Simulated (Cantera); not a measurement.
Cantera run:

```python
import numpy as np
import cantera as ct

gas_names = [...]  # 95 gases of nasa_gas.yaml made of C, F, H
cond_names = """
    C(gr) C6H6(L) C7H8(L) C8H18(L),n-octa
""".split()


# ... load() reads the species with a 1 bar reference pressure and builds the phases ...
atoms = {
    'CH2F2': {'C': 1, 'H': 2, 'F': 2},
    'H2': {'H': 2},
}
top_T = {'C(gr)': 4500}  # K; cautious upper limits of use, not melting points


# ... equilibrate(T, P, feed) seeds the gas with the atoms and calls Mixture.equilibrate('TP', solver="vcs", rtol=1e-11, max_steps=5000) ...
results = []
T = 3523  # K
P = 52  # Pa
for m in [0.32, 0.45, 0.62, 0.87, 1.2, 1.7, 2.4, 3.4, 4.7]:
    feed = {'CH2F2': 1, 'H2': m}  # mol
    mix = equilibrate(T, P, feed)
    results.append((T, P, feed, dict(zip(mix.species_names, mix.species_moles))))
    x = sorted(zip(gas.X, gas.species_names), reverse=True)
    print(f"T = {T:g} K  P = {P:g} Pa  n(H2) = {m:g} mol  gas = {mix.phase_moles(0):.4g} mol")
    print("   x: " + "  ".join(f"{s} {v:.3e}" for v, s in x if v > 1e-05))
    print("   condensed (mol): " + ("  ".join(f"{mix.phase(i).name} {mix.phase_moles(i):.4g}"
          for i in range(1, mix.n_phases) if mix.phase_moles(i) > 1e-12) or "none"))
```

Output:

```
T = 3523 K  P = 52 Pa  n(H2) = 0.32 mol  gas = 5.502 mol
   x: H 4.637e-01  F 3.455e-01  C 1.668e-01  HF 1.550e-02  C2 4.678e-03  CF 2.475e-03  C3 1.035e-03  H2 2.891e-04  C2H 2.087e-05  CH 1.397e-05
   condensed (mol): none
T = 3523 K  P = 52 Pa  n(H2) = 0.45 mol  gas = 5.76 mol
   x: H 4.873e-01  F 3.294e-01  C 1.599e-01  HF 1.553e-02  C2 4.303e-03  CF 2.263e-03  C3 9.133e-04  H2 3.192e-04  C2H 2.018e-05  CH 1.408e-05
   condensed (mol): none
T = 3523 K  P = 52 Pa  n(H2) = 0.62 mol  gas = 6.098 mol
   x: H 5.151e-01  F 3.105e-01  C 1.518e-01  HF 1.548e-02  C2 3.877e-03  CF 2.025e-03  C3 7.811e-04  H2 3.568e-04  C2H 1.922e-05  CH 1.413e-05
   condensed (mol): none
T = 3523 K  P = 52 Pa  n(H2) = 0.87 mol  gas = 6.594 mol
   x: H 5.510e-01  F 2.863e-01  C 1.413e-01  HF 1.526e-02  C2 3.356e-03  CF 1.737e-03  C3 6.291e-04  H2 4.082e-04  C2H 1.780e-05  CH 1.406e-05
   condensed (mol): none
T = 3523 K  P = 52 Pa  n(H2) = 1.2 mol  gas = 7.251 mol
   x: H 5.910e-01  F 2.595e-01  C 1.293e-01  HF 1.484e-02  C2 2.814e-03  CF 1.442e-03  C3 4.831e-04  H2 4.696e-04  C2H 1.601e-05  CH 1.381e-05
   condensed (mol): none
T = 3523 K  P = 52 Pa  n(H2) = 1.7 mol  gas = 8.246 mol
   x: H 6.397e-01  F 2.273e-01  C 1.147e-01  HF 1.407e-02  C2 2.212e-03  CF 1.120e-03  H2 5.501e-04  C3 3.366e-04  C2H 1.362e-05  CH 1.325e-05
   condensed (mol): none
T = 3523 K  P = 52 Pa  n(H2) = 2.4 mol  gas = 9.641 mol
   x: H 6.911e-01  F 1.937e-01  C 9.893e-02  HF 1.295e-02  C2 1.646e-03  CF 8.231e-04  H2 6.421e-04  C3 2.161e-04  CH 1.235e-05  C2H 1.095e-05
   condensed (mol): none
T = 3523 K  P = 52 Pa  n(H2) = 3.4 mol  gas = 11.63 mol
   x: H 7.434e-01  F 1.598e-01  C 8.268e-02  HF 1.150e-02  C2 1.150e-03  H2 7.430e-04  CF 5.677e-04  C3 1.262e-04  CH 1.110e-05
   condensed (mol): none
T = 3523 K  P = 52 Pa  n(H2) = 4.7 mol  gas = 14.23 mol
   x: H 7.896e-01  F 1.302e-01  C 6.811e-02  HF 9.951e-03  H2 8.383e-04  C2 7.804e-04  CF 3.810e-04  C3 7.053e-05
   condensed (mol): none
```

Method: chemical equilibrium by Gibbs-energy minimisation in Cantera with the NASA 1993 tables (ideal gas, pure condensed phases).
